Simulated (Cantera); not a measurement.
Equilibrium for silicon epitaxy and polysilicon growth: SiH₄ + H₂ + HCl

Input: 1 mol SiH₄, 910 mol H₂, 1.1 mol HCl, held at 7.50 Torr.

Method: chemical equilibrium by Gibbs-energy minimisation in Cantera with the NASA 1993 tables (ideal gas, pure condensed phases). Candidate condensed phases: Si; 19 gas species. Gases not in the tables: Si₂H₆ and higher silanes. The numbers say what is thermodynamically allowed, not how fast it happens.

From 1125 °C to 1375 °C the condensed part is Si(s). From 1425 °C to 1525 °C the condensed part is Si(l). The main Si-bearing gas is SiCl₂ at 1125 °C and Si at 1525 °C. The share of Si in condensed phases is highest at 1125 °C (99.6 %) and lowest at 1525 °C (64.7 %).

```
T (°C)   x H₂       x H    x HCl      x Si    x SiH   x SiH₂  x SiCl₂  n Si(s)  n Si(l)
------  -----  --------  -------  --------  -------  -------  -------  -------  -------
1125    0.999   4.73e-5  0.00120   7.79e-8  3.92e-8  3.65e-7  4.22e-6    0.996        0
1175    0.999   9.21e-5  0.00120   2.92e-7  1.17e-7  7.47e-7  4.41e-6    0.995        0
1225    0.999  0.000172  0.00120   1.00e-6  3.24e-7  1.46e-6  4.59e-6    0.993        0
1275    0.998  0.000308  0.00119   3.18e-6  8.41e-7  2.72e-6  4.76e-6    0.989        0
1325    0.998  0.000532  0.00119   9.35e-6  2.05e-6  4.89e-6  4.91e-6    0.980        0
1375    0.998  0.000890  0.00119   2.58e-5  4.73e-6  8.46e-6  5.06e-6    0.959        0
1425    0.997   0.00144  0.00119   6.57e-5  1.02e-5  1.39e-5  5.11e-6        0    0.911
1475    0.996   0.00228  0.00119  0.000146  1.93e-5  2.04e-5  4.73e-6        0    0.822
1525    0.995   0.00351  0.00119  0.000308  3.53e-5  2.94e-5  4.39e-6        0    0.647
```
x: gas mole fraction; n: condensed amount in mol.
